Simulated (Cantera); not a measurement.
Input: 1 mol CS2, 0.0066 mol SO2, 0.4 mol O2, held at 150 bar.

These are equilibrium values from Cantera (NASA tables, ideal gas, pure condensed phases), not measurements of a reactor. Candidate condensed phases: C, S; 22 gas species. The ideal-gas law is rough above about 30 bar. Gases not in the tables: S3 to S7. Rates play no part.

Task: What share of the C ends up in condensed phases as a function of T (°C), at 575, 675, 775, 875, 975, 1075, 1175?

Result: 
```tsv
T (°C)	C condensed (%)	as
575	49.3	C(graphite)
675	31.5	C(graphite)
775	0.0	-
875	0.0	-
975	0.0	-
1075	0.0	-
1175	0.0	-
```
